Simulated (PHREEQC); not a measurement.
Make-up at 40 °C: 0.046 mol/kgw SrCl2, 3.1e-06 mol/kgw CO2 and 0.018 mol/kgw NaCl. Closed to the air; pH follows from the charge balance.

Computed with PHREEQC (ion-association model, phreeqc.dat).

Task: The ionic strength comes out as 0.156 mol/kgw. What activity coefficients do HCO3-, Na+, H+, Cl-, Sr+2 get?

Result: HCO3- 0.76, Na+ 0.76, H+ 0.80, Cl- 0.73, Sr+2 0.34.

Precipitation was switched off in this run. Away from 25 °C the constants follow the database's enthalpies or fits; those with neither stay at their 25 °C values.
